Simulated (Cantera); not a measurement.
A Cantera script and its output.

```python
import numpy as np
import cantera as ct

gas = ct.Solution("gri30.yaml")
gas.TPX = 1398, 1000000, {'CO': 1, 'H2': 0.055, 'O2': 0.909, 'N2': 6.28}
reactor = ct.IdealGasConstPressureReactor(gas, energy="on", clone=False)
net = ct.ReactorNet([reactor])
net.rtol, net.atol = 1e-08, 1e-16
show = ['CO', 'H2', 'O2', 'NO', 'O']
times = np.geomspace(1e-06, 1, 14)

steps = ct.SolutionArray(gas, extra=["t"])
rows = []
print(f"{'t/s':>10s}{'T/K':>9s}{'P/Pa':>11s}" + "".join(f"{s:>11s}" for s in show))
for t in times:
    while net.time < t:
        t_next = net.step()
        steps.append(gas.state, t=t_next)
    rows.append([np.interp(t, steps.t, y) for y in (steps.T, steps.P, *steps(*show).X.T)])
    print(f"{t:10.3e}{rows[-1][0]:9.1f}{rows[-1][1]:11.4g}" + "".join(f"{x:11.3e}" for x in rows[-1][2:]))
rate = np.gradient(steps.T, steps.t)
print("integrator steps:", len(steps.t))
if steps.T.max() > steps.T[0] + 200:
    print(f"time of steepest temperature rise: {steps.t[rate.argmax()]:.4e} s")
gas.TPX = 1398, 1000000, {'CO': 1, 'H2': 0.055, 'O2': 0.909, 'N2': 6.28}
gas.equilibrate("HP")
print(f"equilibrium (HP): T = {gas.T:.1f} K  " + "  ".join(f"{s} {gas[s].X[0]:.3e}" for s in show))
```

It prints:

```
       t/s      T/K       P/Pa         CO         H2         O2         NO          O
 1.000e-06   1398.0      1e+06  1.213e-01  6.671e-03  1.103e-01  1.068e-15  1.057e-07
 2.894e-06   1398.0      1e+06  1.213e-01  6.671e-03  1.103e-01  2.120e-14  7.046e-07
 8.377e-06   1399.1      1e+06  1.212e-01  6.538e-03  1.100e-01  9.664e-11  7.016e-05
 2.424e-05   1639.9      1e+06  9.337e-02  1.733e-04  9.157e-02  2.381e-06  4.187e-03
 7.017e-05   2175.4      1e+06  2.272e-02  1.706e-04  5.766e-02  9.239e-05  4.147e-03
 2.031e-04   2314.3      1e+06  6.991e-03  5.725e-05  5.176e-02  2.678e-04  1.096e-03
 5.878e-04   2346.6      1e+06  3.129e-03  2.801e-05  5.019e-02  4.924e-04  5.088e-04
 1.701e-03   2348.1      1e+06  2.818e-03  2.571e-05  4.984e-02  9.590e-04  4.639e-04
 4.924e-03   2345.7      1e+06  2.794e-03  2.554e-05  4.923e-02  2.151e-03  4.547e-04
 1.425e-02   2340.6      1e+06  2.745e-03  2.519e-05  4.800e-02  4.606e-03  4.363e-04
 4.125e-02   2335.0      1e+06  2.692e-03  2.482e-05  4.663e-02  7.306e-03  4.168e-04
 1.194e-01   2333.5      1e+06  2.679e-03  2.472e-05  4.628e-02  8.011e-03  4.118e-04
 3.455e-01   2333.5      1e+06  2.678e-03  2.472e-05  4.627e-02  8.019e-03  4.117e-04
 1.000e+00   2333.5      1e+06  2.678e-03  2.472e-05  4.627e-02  8.019e-03  4.117e-04
integrator steps: 1461
time of steepest temperature rise: 1.5222e-05 s
equilibrium (HP): T = 2333.5 K  CO 2.678e-03  H2 2.472e-05  O2 4.627e-02  NO 8.019e-03  O 4.117e-04
```

Computed with Cantera and GRI-Mech 3.0 (53 species, 325 reactions). The hydrogen kinetics of GRI-Mech 3.0 are dated; newer H2 mechanisms differ, most at raised pressure.
